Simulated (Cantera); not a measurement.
A closed system holds: 1 mol Ta(OEt)₅, 1 mol CO₂, 4 mol H₂, equilibrated at 0.00580 bar.

Cantera equilibrium calculation (NASA polynomials, part measured and part estimated; ideal gas, pure solids and liquids). Candidate condensed phases: C, C₆H₆, C₇H₈, C₈H₁₈, H₂O, Ta, TaC, Ta₂O₅; 113 gas species. The feed counts by its element totals alone. TaC: taken at fixed stoichiometry. Condensed phases not in the tables: Ta₂C. The numbers say what is thermodynamically allowed, not how fast it happens. All values below are at 1598 K.

Base state: H₂ 0.702, CO 0.298, H 0.000585, C₂H₂ (acetylene) 1.89e-5 (mole fractions); condensed: C(graphite) + TaC(s).

What changes in the equilibrium state with this change: pressure from 0.00580 bar to 2.30e-5 bar?


```csv
species,before,after
H₂,0.702,0.694
CO,0.298,0.296
H,0.000585,0.00925
C₂H₂ (acetylene),1.89e-5,1.87e-5
"C(graphite), mol",3.00,3.00
"TaC(s), mol",1.00,1.00
```
